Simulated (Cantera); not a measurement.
Input (Python, Cantera) and output of one run.

```python
import numpy as np
import cantera as ct

gas_names = """
    B BF BF2 BF3 BH BHF2 BH2 BH3 BN B2 F F2 H HF H2 H2F2 H3F3 H4F4 H5F5 H6F6 H7F7 N NF NF2 NF3 NH NH2
    NH3 N2 N2H2 N2H4
""".split()
cond_names = """
    B(b) B(L) BN(s)
""".split()


def load(file, names, dense=False):
    # The tables refer to 1 bar. Condensed volumes are neglected.
    table = {s.name: s for s in ct.Species.list_from_file(file)}
    out = []
    for n in names:
        d = dict(table[n].input_data)
        d["thermo"] = dict(d["thermo"], **{"reference-pressure": 1e5})
        if dense:
            d["equation-of-state"] = {"model": "constant-volume", "density": "1e6 g/cm^3"}
        out.append(ct.Species.from_dict(d))
    return out


gas = ct.Solution(thermo="ideal-gas", species=load("nasa_gas.yaml", gas_names))
cond = {s.name: ct.Solution(thermo="fixed-stoichiometry", species=[s], name=s.name)
        for s in load("nasa_condensed.yaml", cond_names, dense=True)}
atoms = {
    'BF3': {'B': 1, 'F': 3},
    'NH3': {'N': 1, 'H': 3},
    'H2': {'H': 2},
}
top_T = {'BN(s)': 3200}  # K; cautious upper limits of use, not melting points


def equilibrate(T, P, feed):
    n = {}
    for name, mol in feed.items():
        for a, k in atoms[name].items():
            n[a] = n.get(a, 0.0) + k * mol
    gas.TPX = T, P, n
    mass = sum(n.values()) * gas.mean_molecular_weight
    gas.equilibrate("TP")
    valid = [c for c in cond.values() if c.min_temp <= T <= top_T.get(c.name, c.max_temp)]
    mix = ct.Mixture([(gas, mass / gas.mean_molecular_weight)] + [(c, 0.0) for c in valid])
    mix.T, mix.P = T, P
    mix.equilibrate("TP", solver="vcs", rtol=1e-11, max_steps=5000)
    return mix


results = []
feed = {'BF3': 1, 'NH3': 0.16, 'H2': 150}  # mol
T = 973.15  # K
P = 1000  # Pa
mix = equilibrate(T, P, feed)
results.append((T, P, feed, dict(zip(mix.species_names, mix.species_moles))))
print(gas.report(threshold=1e-05))
for i in range(1, mix.n_phases):
    print(f"{mix.phase(i).name:16s} {mix.phase_moles(i):12.5e} mol")
```

Result:

```
       temperature   973.15 K
          pressure   1000 Pa
           density   0.00030276 kg/m^3
  mean mol. weight   2.4497 kg/kmol
   phase of matter   gas

                          1 kg             1 kmol
                     ---------------   ---------------
          enthalpy        5.1897e+06        1.2713e+07  J
   internal energy        1.8868e+06        4.6221e+06  J
           entropy             83772        2.0522e+05  J/K
    Gibbs function       -7.6333e+07         -1.87e+08  J
 heat capacity c_p             12417             30420  J/K
 heat capacity c_v            9023.5             22105  J/K

                      mass frac. Y      mole frac. X     chem. pot. / RT
                     ---------------   ---------------   ---------------
               BF3            0.1661         0.0060009           -184.23
              BHF2        0.00024674        1.2134e-05           -139.05
                HF          0.014687         0.0017984           -67.231
                H2           0.81633           0.99196           -22.051
                N2         0.0026407        0.00023092            -37.77
     [  +26 minor]        1.0175e-06        1.2997e-07

B(b)              0.00000e+00 mol
BN(s)             9.00982e-02 mol
```

Method: chemical equilibrium by Gibbs-energy minimisation in Cantera with the NASA 1993 tables (ideal gas, pure condensed phases).
